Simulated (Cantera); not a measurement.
Feed: 1 mol Fe2O3, 0.47 mol SO3, 0.15 mol O2, equilibrated at 3300 Pa.

Cantera equilibrium calculation (NASA polynomials, part measured and part estimated; ideal gas, pure solids and liquids). Candidate condensed phases: Fe, FeO, FeS, FeSO4, FeS2, Fe2O3, Fe2(SO4)3, Fe3O4, S; 12 gas species. Kinetics and transport are ignored.

### Question
Which condensed phases are stable at each of these points (T (°C)): 550, 625, 700, 775, 850, 925, 1000, 1075, 1150, 1225, 1300, 1375?

### Answer
```json
[
 {"T (°C)": "550", "condensed phases": "Fe2O3(s) + Fe2(SO4)3(s)", "Fe condensed (%)": "100.0"},
 {"T (°C)": "625", "condensed phases": "Fe2O3(s)", "Fe condensed (%)": "100.0"},
 {"T (°C)": "700", "condensed phases": "Fe2O3(s)", "Fe condensed (%)": "100.0"},
 {"T (°C)": "775", "condensed phases": "Fe2O3(s)", "Fe condensed (%)": "100.0"},
 {"T (°C)": "850", "condensed phases": "Fe2O3(s)", "Fe condensed (%)": "100.0"},
 {"T (°C)": "925", "condensed phases": "Fe2O3(s)", "Fe condensed (%)": "100.0"},
 {"T (°C)": "1000", "condensed phases": "Fe2O3(s)", "Fe condensed (%)": "100.0"},
 {"T (°C)": "1075", "condensed phases": "Fe2O3(s)", "Fe condensed (%)": "100.0"},
 {"T (°C)": "1150", "condensed phases": "Fe2O3(s)", "Fe condensed (%)": "100.0"},
 {"T (°C)": "1225", "condensed phases": "Fe2O3(s)", "Fe condensed (%)": "100.0"},
 {"T (°C)": "1300", "condensed phases": "Fe3O4(s)", "Fe condensed (%)": "100.0"},
 {"T (°C)": "1375", "condensed phases": "Fe3O4(s)", "Fe condensed (%)": "100.0"}
]
```

At 550 °C the condensed part is Fe2O3(s) + Fe2(SO4)3(s). From 625 °C to 1225 °C the condensed part is Fe2O3(s). From 1300 °C to 1375 °C the condensed part is Fe3O4(s).
